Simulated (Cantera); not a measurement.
What does this Cantera script print?

```python
import numpy as np
import cantera as ct

gas = ct.Solution("gri30.yaml")
gas.TPX = 1150, 2200000, {'CH4': 1, 'C2H6': 0.21, 'O2': 3.96, 'N2': 14.9}
reactor = ct.IdealGasReactor(gas, energy="on", clone=False)
net = ct.ReactorNet([reactor])
net.rtol, net.atol = 1e-08, 1e-16
show = ['CH4', 'C2H6', 'O2', 'C2H4', 'H', 'H2', 'N2O']
times = np.geomspace(5e-06, 5, 15)

steps = ct.SolutionArray(gas, extra=["t"])
rows = []
print(f"{'t/s':>10s}{'T/K':>9s}{'P/Pa':>11s}" + "".join(f"{s:>11s}" for s in show))
for t in times:
    while net.time < t:
        t_next = net.step()
        steps.append(gas.state, t=t_next)
    rows.append([np.interp(t, steps.t, y) for y in (steps.T, steps.P, *steps(*show).X.T)])
    print(f"{t:10.3e}{rows[-1][0]:9.1f}{rows[-1][1]:11.4g}" + "".join(f"{x:11.3e}" for x in rows[-1][2:]))
rate = np.gradient(steps.T, steps.t)
print("integrator steps:", len(steps.t))
if steps.T.max() > steps.T[0] + 200:
    print(f"time of steepest temperature rise: {steps.t[rate.argmax()]:.4e} s")
gas.TPX = 1150, 2200000, {'CH4': 1, 'C2H6': 0.21, 'O2': 3.96, 'N2': 14.9}
gas.equilibrate("UV")
print(f"equilibrium (UV): T = {gas.T:.1f} K  " + "  ".join(f"{s} {gas[s].X[0]:.3e}" for s in show))
```

It prints:

```
       t/s      T/K       P/Pa        CH4       C2H6         O2       C2H4          H         H2        N2O
 5.000e-06   1150.0    2.2e+06  4.983e-02  1.046e-02  1.973e-01  5.505e-09  3.224e-12  1.137e-10  5.902e-15
 1.341e-05   1150.0    2.2e+06  4.983e-02  1.046e-02  1.973e-01  3.720e-08  8.094e-12  7.166e-10  4.810e-14
 3.598e-05   1150.0    2.2e+06  4.983e-02  1.046e-02  1.973e-01  2.244e-07  2.317e-11  5.112e-09  4.557e-13
 9.653e-05   1150.0    2.2e+06  4.983e-02  1.046e-02  1.973e-01  1.273e-06  8.908e-11  4.529e-08  4.604e-12
 2.590e-04   1150.1    2.2e+06  4.982e-02  1.045e-02  1.973e-01  1.118e-05  8.039e-10  7.650e-07  5.136e-11
 6.947e-04   1154.3  2.209e+06  4.944e-02  1.011e-02  1.967e-01  3.658e-04  2.483e-08  4.681e-05  8.263e-10
 1.864e-03   2749.7   5.32e+06  2.756e-16  2.915e-30  5.245e-02  1.042e-24  3.445e-04  1.332e-03  6.435e-06
 5.000e-03   2749.3   5.32e+06  2.751e-16  2.903e-30  5.236e-02  1.037e-24  3.439e-04  1.331e-03  6.441e-06
 1.341e-02   2749.3   5.32e+06  2.751e-16  2.903e-30  5.236e-02  1.037e-24  3.439e-04  1.331e-03  6.441e-06
 3.598e-02   2749.3   5.32e+06  2.751e-16  2.903e-30  5.236e-02  1.037e-24  3.439e-04  1.331e-03  6.441e-06
 9.653e-02   2749.3   5.32e+06  2.751e-16  2.903e-30  5.236e-02  1.037e-24  3.439e-04  1.331e-03  6.441e-06
 2.590e-01   2749.3   5.32e+06  2.751e-16  2.903e-30  5.236e-02  1.037e-24  3.439e-04  1.331e-03  6.441e-06
 6.947e-01   2749.3   5.32e+06  2.751e-16  2.903e-30  5.236e-02  1.037e-24  3.439e-04  1.331e-03  6.441e-06
 1.864e+00   2749.3   5.32e+06  2.751e-16  2.903e-30  5.236e-02  1.037e-24  3.439e-04  1.331e-03  6.441e-06
 5.000e+00   2749.3   5.32e+06  2.751e-16  2.903e-30  5.236e-02  1.037e-24  3.439e-04  1.331e-03  6.441e-06
integrator steps: 2321
time of steepest temperature rise: 1.0781e-03 s
equilibrium (UV): T = 2749.3 K  CH4 3.709e-16  C2H6 4.538e-30  O2 5.236e-02  C2H4 1.225e-24  H 3.439e-04  H2 1.331e-03  N2O 6.441e-06
```

Computed with Cantera and GRI-Mech 3.0 (53 species, 325 reactions). The pressure lies above the range GRI-Mech 3.0 was tuned for (to about 10 atm).
